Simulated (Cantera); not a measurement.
Input: 1 mol FeS2, 0.11 mol H2S, 0.15 mol H2O, held at 0.0100 bar.

Method: chemical equilibrium by Gibbs-energy minimisation in Cantera with the NASA 1993 tables (ideal gas, pure condensed phases). Candidate condensed phases: Fe, FeO, Fe(OH)2, Fe(OH)3, FeS, FeSO4, FeS2, Fe2O3, Fe2(SO4)3, Fe3O4, H2O, H2SO4, S; 22 gas species. FeS: taken at fixed stoichiometry. Gases not in the tables: S3 to S7. Kinetics and transport are ignored.

x: gas mole fraction; n: condensed amount in mol.

```tsv
T (K)	x S2	x H2O	x H2S	x H2	x SO2	x SH	x SO	n FeS(s)	n FeS(l)
900	0.639	0.167	0.172	0.00478	0.0149	1.67e-5	4.47e-6	1.00	0
950	0.643	0.171	0.163	0.00850	0.0126	3.78e-5	9.71e-6	1.00	0
1000	0.646	0.174	0.154	0.0141	0.0110	7.82e-5	1.96e-5	1.00	0
1050	0.648	0.175	0.143	0.0219	0.00998	0.000150	3.75e-5	1.00	0
1100	0.651	0.175	0.131	0.0321	0.00945	0.000267	6.88e-5	1.00	0
1150	0.653	0.174	?	?	0.00937	?	?	1.00	0
1200	0.654	0.172	0.104	0.0577	0.00972	0.000710	0.000211	1.00	0
1250	0.656	0.169	0.0904	0.0719	0.0105	0.00107	0.000357	1.00	0
1300	0.656	0.165	0.0775	0.0861	0.0116	0.00154	0.000589	1.00	0
1350	0.656	0.160	0.0659	0.0999	0.0130	0.00214	0.000947	1.00	0
1400	0.655	0.155	0.0558	0.113	0.0148	0.00288	0.00148	1.00	0
1450	0.654	0.149	?	?	?	?	?	1.00	0
1500	0.652	0.143	0.0400	0.136	0.0189	0.00483	0.00336	0	1.000
```

**Question.** Fill in the missing entries.

**Answer.** 
- 1450, x H2S: 0.0472
- 1450, x H2: 0.125
- 1450, x SO2: 0.0168
- 1450, x SH: 0.00377
- 1450, x SO: 0.00226
- 1150, x H2S: 0.118
- 1150, x H2: 0.0442
- 1150, x SH: 0.000448
- 1150, x SO: 0.000122
